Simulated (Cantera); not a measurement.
## Dilute partial oxidation

An isothermal, constant-pressure homogeneous reactor starts with 0.396 % CH₃OH, 0.663 % O₂, 98.9 % N₂, equivalence ratio 0.90, at 1100 K and 19.0 bar.

Cantera simulation using GRI-Mech 3.0 (53 species, 325 reactions); the numbers are that mechanism's predictions, not measurements. GRI-Mech 3.0 was tuned for natural gas; its chemistry of methanol as a main component is partial and can be far from experiment. The pressure lies above the range GRI-Mech 3.0 was tuned for (to about 10 atm).

| t (s) | x CH₃OH | x O₂ | x CH₂CO | x H | x H₂ | x C₂H₄ | x CH₄ |
|---|---|---|---|---|---|---|---|
| 1.00e-6 | 0.00396 | 0.00663 | <1e-12 | 6.73e-12 | 1.94e-11 | <1e-12 | <1e-12 |
| 5.99e-6 | 0.00396 | 0.00663 | <1e-12 | 7.26e-12 | 1.84e-10 | <1e-12 | 3.54e-12 |
| 3.59e-5 | 0.00396 | 0.00663 | <1e-12 | 7.61e-12 | 1.20e-9 | <1e-12 | 1.12e-10 |
| 0.000215 | 0.00396 | 0.00663 | <1e-12 | 8.71e-12 | 7.98e-9 | <1e-12 | 2.22e-9 |
| 0.00129 | 0.00396 | 0.00663 | <1e-12 | 1.30e-11 | 6.11e-8 | <1e-12 | 1.84e-8 |
| 0.00774 | 0.00396 | 0.00663 | <1e-12 | 7.06e-11 | 1.12e-6 | <1e-12 | 1.03e-7 |
| 0.0464 | 4.63e-7 | 0.00272 | 2.55e-10 | 5.99e-8 | 0.00106 | 4.28e-12 | 6.61e-8 |
| 0.278 | 5.51e-12 | 0.00140 | 1.04e-12 | 8.18e-9 | 4.02e-5 | <1e-12 | 1.33e-9 |
| 1.67 | <1e-12 | 0.000796 | <1e-12 | 1.27e-9 | 3.74e-6 | <1e-12 | <1e-12 |
| 10.0 | <1e-12 | 0.000692 | <1e-12 | 2.24e-11 | 1.03e-7 | <1e-12 | <1e-12 |
x: mole fraction; the columns are a selection and need not sum to one.

Equilibrium at this temperature and pressure: CH₃OH <1e-12, O₂ 0.000688, CH₂CO <1e-12, H <1e-12, H₂ 9.16e-11, C₂H₄ <1e-12, CH₄ <1e-12 (gas phase only).
